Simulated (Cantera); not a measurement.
Input: 1 mol SiCl₄, a varied amount of C₂H₂, 60 mol H₂, at 650 °C and 1.33 mbar.

Equilibrium computed with Cantera from the NASA thermochemical tables; the gas is ideal and each condensed phase is pure. Candidate condensed phases: C, C₆H₆, C₇H₈, C₈H₁₈, Si, SiC; 109 gas species. Equilibrium is a limit: real reactors are often held back by kinetics, nucleation or transport.

Which condensed phases are stable at each of these points (n(C₂H₂) (mol)): 0.031, 0.04, 0.052, 0.067, 0.088, 0.11, 0.15, 0.19, 0.25, 0.32, 0.42, 0.55?


```csv
n(C₂H₂) (mol),condensed phases,Si condensed (%)
0.031,Si(s) + SiC(s),21.4
0.04,Si(s) + SiC(s),21.4
0.052,Si(s) + SiC(s),21.4
0.067,Si(s) + SiC(s),21.4
0.088,Si(s) + SiC(s),21.4
0.11,SiC(s),22.0
0.15,SiC(s),30.0
0.19,SiC(s),38.0
0.25,SiC(s),50.0
0.32,SiC(s),64.0
0.42,SiC(s),83.9
0.55,C(graphite) + SiC(s),97.7
```

From 0.031 mol C₂H₂ to 0.088 mol C₂H₂ the condensed part is Si(s) + SiC(s). From 0.11 mol C₂H₂ to 0.42 mol C₂H₂ the condensed part is SiC(s). At 0.55 mol C₂H₂ the condensed part is C(graphite) + SiC(s).
